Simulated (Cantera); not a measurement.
Feed: 1 mol C2H4, 0.26 mol H2O, a varied amount of N2, equilibrated at 2525 °C and 1.00 bar.

Cantera equilibrium calculation (NASA polynomials, part measured and part estimated; ideal gas, pure solids and liquids). Candidate condensed phases: C, C6H6, C7H8, C8H18, H2O; 136 gas species. Rates play no part.

**Question.** What share of the C ends up in condensed phases as a function of n(N2) (mol), at 4.8, 5.7, 6.7, 8, 9.4, 11, 13, 15, 18, 21, 25, 30?

**Answer.** 
| n(N2) (mol) | C condensed (%) | as |
|---|---|---|
| 4.8 | 57.2 | C(graphite) |
| 5.7 | 55.3 | C(graphite) |
| 6.7 | 53.3 | C(graphite) |
| 8 | 51.0 | C(graphite) |
| 9.4 | 48.8 | C(graphite) |
| 11 | 46.4 | C(graphite) |
| 13 | 43.8 | C(graphite) |
| 15 | 41.3 | C(graphite) |
| 18 | 38.1 | C(graphite) |
| 21 | 35.1 | C(graphite) |
| 25 | 31.6 | C(graphite) |
| 30 | 27.6 | C(graphite) |
